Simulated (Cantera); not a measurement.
A perfectly stirred reactor is fed with NH3 : H2 = 1 : 4.7 (molar parts), at 248 Torr; it is held at 2175 K, and followed from long to short residence time.

Detailed kinetics in Cantera: the gas-phase N/H chemistry of the illustrative SiF4/NH3 mechanism in the Surface Chemkin manual (1991). Walls and surfaces, which speed up NH3 decomposition in real reactors, are not modelled.

Problem. Predict: x(NH3) at τ = 0.780 s; x(H2) at τ = 0.780 s; x(NH) at τ = 0.780 s; x(N2H2) at τ = 0.780 s; x(H) at τ = 0.780 s; x(NH3) at τ = 4.80 ms; x(H2) at τ = 4.80 ms; x(NH) at τ = 4.80 ms; x(N2H2) at τ = 4.80 ms; x(H) at τ = 4.80 ms.

Solution. 
```
Item                      Value
----------------------  -------
x(NH3) at τ = 0.780 s   0.00283
x(H2) at τ = 0.780 s      0.918
x(NH) at τ = 0.780 s    1.00e-5
x(N2H2) at τ = 0.780 s  2.51e-8
x(H) at τ = 0.780 s     0.00615
x(NH3) at τ = 4.80 ms     0.144
x(H2) at τ = 4.80 ms      0.841
x(NH) at τ = 4.80 ms    2.91e-5
x(N2H2) at τ = 4.80 ms  1.40e-6
x(H) at τ = 4.80 ms     0.00137
```
